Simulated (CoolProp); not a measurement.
Vapour-liquid equilibrium of benzene (1) + octamethylcyclotetrasiloxane (D4) (2) at 0.0524 MPa; x and y are mole fractions of (1).

Computed with CoolProp (multi-fluid Helmholtz-energy mixture model, Thol 2012 and Thol 2015; pair parameters Bell 2016).

```tsv
x	bubble temperature, mixture model (K)	bubble temperature, Raoult's law (K)	y, mixture model	y, Raoult's law
0.05	?	409.1	?	0.413
0.125	396.8	392.1	0.634	0.697
0.2	383.3	380.0	0.796	0.824
0.275	?	370.9	0.879	0.890
0.35	364.6	363.8	0.923	0.927
0.425	358.4	358.0	0.948	0.950
0.5	353.4	353.2	0.964	0.966
0.575	349.3	349.0	0.974	0.976
0.65	?	345.5	0.982	0.984
0.725	342.7	342.3	0.988	0.989
0.8	339.8	339.5	0.992	0.993
0.875	337.2	336.9	0.996	0.996
0.95	334.7	334.7	0.999	0.999
```

Question: Complete the blanks.

Answer: 
- 0.05, bubble temperature, mixture model (K): 413.0
- 0.05, y, mixture model: 0.324
- 0.275, bubble temperature, mixture model (K): 372.7
- 0.65, bubble temperature, mixture model (K): 345.8

The largest gap from Raoult's law is +4.7 K in bubble temperature, at x = 0.125. No azeotrope shows between x = 0.05 and 0.95.

The pair parameters rest on a limited set of measurements; away from them the model extrapolates.
